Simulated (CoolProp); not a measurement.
Methane along the isotherm 279.1 K: density (kg/m³) from the reference equation and from simpler models built on Tc = 190.6 K, pc = 4.599 MPa, ω = 0.011; each cubic takes its own stable root.

Model: reference Helmholtz-energy equation of state, Setzmann 1991, in CoolProp.

| p (MPa) | phase | reference | ideal gas | Redlich-Kwong | Soave-Redlich-Kwong | Peng-Robinson |
|---|---|---|---|---|---|---|
| 4.18 | gas | 31.76 | 28.90 | 31.85 | 31.67 | 32.40 |
| 8.36 | supercritical | 69.72 | 57.80 | 69.68 | 68.77 | 71.73 |
| 12.5 | supercritical | 111.6 | 86.42 | 110.2 | 108.1 | 114.2 |
| 16.7 | supercritical | 152.0 | 115.5 | 148.2 | 145.1 | 154.7 |
| 20.9 | supercritical | 185.1 | 144.5 | 179.6 | 176.0 | 188.9 |
| 25.1 | supercritical | 210.7 | 173.5 | 204.8 | 201.2 | 216.9 |
| 29.3 | supercritical | 230.7 | 202.6 | 225.2 | 221.7 | 240.0 |
| 33.4 | supercritical | 246.5 | 230.9 | 241.9 | 238.6 | 259.0 |
| 37.6 | supercritical | 260.0 | 259.9 | 256.5 | 253.3 | 275.6 |
| 41.8 | supercritical | 271.5 | 289.0 | 269.1 | 266.1 | 290.1 |
| 46 | supercritical | 281.5 | 318.0 | 280.2 | 277.3 | 302.8 |
